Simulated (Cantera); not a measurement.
Charge: 1 mol Si3N4, 0.0081 mol O2, 110 mol H2, held at 825 °C and 5.80 bar.

These are equilibrium values from Cantera (NASA tables, ideal gas, pure condensed phases), not measurements of a reactor. Candidate condensed phases: H2O, Si, SiO2, Si2N2O, Si3N4; 35 gas species. Mutual solubility and eutectic melting of coexisting phases are not modelled. The numbers say what is thermodynamically allowed, not how fast it happens.

Base state: H2 1.000, N2 4.30e-5, NH3 1.22e-5 (mole fractions); condensed: Si2N2O(s) + Si3N4(s).

Task: What changes in the equilibrium state with this change: temperature from 825 °C to 1775 °C?

Result: 
```tsv
species	before	after
H2	1.000	0.981
N2	4.30e-5	0.0178
H	1.03e-8	0.000921
SiO	<1e-9	0.000144
SiH2	<1e-9	0.000136
SiH	<1e-9	1.89e-5
Si2N2O(s), mol	0.0162	0
Si3N4(s), mol	0.989	0
Si(l), mol	0	2.96
```
Gases not in the tables: Si2H6 and higher silanes.
